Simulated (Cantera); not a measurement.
# Hydrocarbon pyrolysis for carbon deposition

A perfectly stirred reactor is fed with C₂H₆ : N₂ = 1 : 1.8 (molar parts), at 11000 Pa; it is held at 1025 K, and followed from long to short residence time.

Model: GRI-Mech 3.0 (53 species, 325 reactions), integrated in Cantera. GRI-Mech 3.0 stops at C3 and has no aromatics, soot or wall deposition, so with more carbon than oxygen in the feed, carbon stays in small species such as C2H2 where larger ones or solid carbon would form.

```csv
τ (s),x C₂H₆,x C₂H₂,x H₂,x C₂H₄,x CH₂
0.55,0.278,0.000405,0.0557,0.0562,<1e-12
0.20,0.326,9.17e-5,0.0221,0.0224,<1e-12
0.076,0.346,1.52e-5,0.00790,0.00801,<1e-12
0.028,0.354,1.29e-6,0.00216,0.00219,<1e-12
0.010,0.357,4.02e-8,0.000374,0.000376,<1e-12
0.0039,0.357,1.06e-9,5.81e-5,5.82e-5,<1e-12
0.0014,0.357,1.75e-11,6.68e-6,6.69e-6,<1e-12
0.00053,0.357,<1e-12,7.26e-7,7.28e-7,<1e-12
0.00020,0.357,<1e-12,6.26e-8,6.30e-8,<1e-12
```
x: mole fraction; the columns are a selection and need not sum to one.
